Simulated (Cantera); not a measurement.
# MgO + HCl + N₂ (oxide etching and cleaning by halides)

A closed system holds: 1 mol MgO, 6.4 mol HCl, 0.99 mol N₂, at 50.0 mbar.

These are equilibrium values from Cantera (NASA tables, ideal gas, pure condensed phases), not measurements of a reactor. Candidate condensed phases: H₂O, Mg, MgCl₂, MgO, Mg(OH)₂, NH₄Cl; 38 gas species. The numbers say what is thermodynamically allowed, not how fast it happens.

| T (°C) | x HCl | x N₂ | x MgCl₂ | x H₂O | x Cl | x H₂ | n MgO(s) |
|---|---|---|---|---|---|---|---|
| 752 | 0.857 | 0.134 | 0.00458 | 0.00458 | 5.55e-6 | 7.69e-6 | 0.966 |
| 802 | 0.852 | 0.134 | 0.00675 | 0.00675 | 1.34e-5 | 1.41e-5 | 0.950 |
| 852 | 0.847 | 0.134 | 0.00959 | 0.00959 | 2.97e-5 | 2.53e-5 | 0.929 |
| 902 | 0.840 | 0.134 | 0.0132 | 0.0132 | 6.05e-5 | 4.42e-5 | 0.903 |
| 952 | 0.831 | 0.134 | 0.0176 | 0.0176 | 0.000115 | 7.52e-5 | 0.870 |
| 1002 | 0.820 | 0.134 | 0.0228 | 0.0228 | 0.000206 | 0.000125 | 0.832 |
| 1052 | 0.808 | 0.134 | 0.0289 | 0.0289 | 0.000350 | 0.000201 | 0.787 |
| 1102 | 0.794 | 0.134 | 0.0358 | 0.0358 | 0.000568 | 0.000314 | 0.736 |
| 1152 | 0.778 | 0.134 | 0.0435 | 0.0435 | 0.000888 | 0.000478 | 0.679 |
| 1202 | 0.760 | 0.134 | 0.0519 | 0.0519 | 0.00134 | 0.000709 | 0.616 |
| 1252 | 0.741 | 0.134 | 0.0609 | 0.0609 | 0.00196 | 0.00103 | 0.549 |
| 1302 | 0.721 | 0.134 | 0.0705 | 0.0705 | 0.00280 | 0.00145 | 0.478 |
x: gas mole fraction; n: condensed amount in mol.

From 752 °C to 1302 °C the condensed part is MgO(s). The main Mg-bearing gas is MgCl₂ throughout. The share of Mg in condensed phases is highest at 752 °C (96.6 %) and lowest at 1302 °C (47.8 %).
